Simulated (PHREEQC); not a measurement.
Buffer: speciation

Dissolve 2.2 mmol/kgw H3BO3 and 11 mmol/kgw K2HPO4 at 46 °C. Closed to the air; pH follows from the charge balance.

Computed with PHREEQC (ion-association model, phreeqc.dat).

Precipitation was switched off in this run.

Q: What pH, ionic strength, specific conductance does the model give?

A: pH 8.34; ionic strength 0.0322 mol/kgw; specific conductance 3470 µS/cm.

Q: In which forms is K present?

A: K+ 99 %, KHPO4- 1.0 % of the K.

Complexes and solids missing from the database can't appear. Constants without temperature data keep their 25 °C values here.
